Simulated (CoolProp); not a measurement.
Vapour-liquid equilibrium of R114 (1) + n-hexane (2) at 356.6 K; x and y are mole fractions of (1).

Values from CoolProp's multi-fluid Helmholtz-energy mixture model, Platzer 1990 and Thol 2019; pair parameters Bell 2016. This equation is an older, rougher fit; its heat capacities, sound speeds and derivatives of the liquid may be far off and weren't checked against measurements.

Q: Give the bubble pressure and the first vapour's composition at x = 0.35, 0.8, 0.95. Is there an azeotrope?

A: x = 0.35: 5.107 bar, y = 0.757; x = 0.8: 8.445 bar, y = 0.933; x = 0.95: 9.620 bar, y = 0.982. No azeotrope shows between x = 0.05 and 0.95.

The pair parameters rest on a limited set of measurements; away from them the model extrapolates.
